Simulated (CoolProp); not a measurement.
Carbon monoxide along the isotherm 160.8 K: Z from the reference equation and from simpler models built on Tc = 132.9 K, pc = 3.498 MPa, ω = 0.050; each cubic takes its own stable root.

Values from CoolProp's reference Helmholtz-energy equation of state, Lemmon 2006. It is a short technical equation, of lower accuracy than the large ones.

```tsv
p (MPa)	phase	reference
0.159	gas	0.9914
0.318	gas	0.9828
0.477	gas	0.9741
0.636	gas	0.9654
0.795	gas	0.9566
0.954	gas	0.9477
1.11	gas	0.9390
1.27	gas	0.9299
1.43	gas	0.9208
1.59	gas	0.9117
1.75	gas	0.9024
```

Question: How far does each simpler model (Pitzer virial, Soave-Redlich-Kwong, Peng-Robinson) lie from the reference over these 11 states: mean and median of the absolute difference, and the worst?

Answer: 
- Pitzer virial: mean 0.2 %, median 0.2 %, worst +0.5 % at 160.8 K and 1.75 MPa
- Soave-Redlich-Kwong: mean 0.0 %, median 0.0 %, worst +0.0 % at 160.8 K and 1.75 MPa
- Peng-Robinson: mean 0.9 %, median 0.9 %, worst -1.6 % at 160.8 K and 1.75 MPa
